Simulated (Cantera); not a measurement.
Input: 1 mol Cu₂O, 2.1 mol CO, 3.3 mol N₂, held at 30000 Pa.

Method: chemical equilibrium by Gibbs-energy minimisation in Cantera with the NASA 1993 tables (ideal gas, pure condensed phases). Candidate condensed phases: C, Cu, CuO, Cu₂O; 27 gas species. The numbers say what is thermodynamically allowed, not how fast it happens. All values below are at 1127 °C.

Base state: N₂ 0.611, CO 0.204, CO₂ 0.185 (mole fractions); condensed: Cu(l).

Problem. What changes in the equilibrium state with this change: pressure from 30000 Pa to 20.0 Pa?

Solution. 
| species | before | after |
|---|---|---|
| N₂ | 0.611 | 0.607 |
| CO | 0.204 | 0.202 |
| CO₂ | 0.185 | 0.184 |
| Cu | 4.50e-6 | 0.00674 |
| Cu(l), mol | 2.00 | 1.96 |
